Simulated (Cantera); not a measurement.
A closed system holds: 1 mol Si, 3.5 mol N2O, 19 mol H2, at 1248.15 K and 1.00 bar.

Method: chemical equilibrium by Gibbs-energy minimisation in Cantera with the NASA 1993 tables (ideal gas, pure condensed phases). Candidate condensed phases: H2O, Si, SiO2, Si2N2O, Si3N4; 35 gas species. The tables hold silica as quartz up to 1696 K and as liquid above; real silica turns to tridymite and cristobalite and melts near 1996 K. Gases not in the tables: Si(OH)4. Kinetics and transport are ignored.

Base state: H2 0.778, N2 0.156, H2O 0.0667, NH3 4.16e-5 (mole fractions); condensed: SiO2(β-quartz).

What changes in the equilibrium state with this change: temperature from 1248.15 K to 1998.15 K?


| species | before | after |
|---|---|---|
| H2 | 0.778 | 0.775 |
| N2 | 0.156 | 0.155 |
| H2O | 0.0667 | 0.0674 |
| H | 4.13e-7 | 0.00141 |
| SiO | <1e-9 | 0.000805 |
| OH | <1e-9 | 1.22e-5 |
| NH3 | 4.16e-5 | 5.42e-6 |
| SiO2(β-quartz), mol | 1.00 | 0 |
| SiO2(l), mol | 0 | 0.982 |
